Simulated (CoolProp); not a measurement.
Vapour-liquid equilibrium of nitrogen (1) + carbon monoxide (2) at 73.8 K; x and y are mole fractions of (1).

Values from CoolProp's multi-fluid Helmholtz-energy mixture model, Span 2000 and Lemmon 2006; pair parameters Gernert 2013.

Problem. Give the bubble pressure and the first vapour's composition at x = 0.05, 0.15, 0.75. Is there an azeotrope?

Solution. x = 0.05: 0.03905 MPa, y = 0.090; x = 0.15: 0.04237 MPa, y = 0.247; x = 0.75: 0.05955 MPa, y = 0.829. No azeotrope shows between x = 0.05 and 0.95.

Pair parameters are fitted to limited data, so mixtures are less certain than the pure fluids.
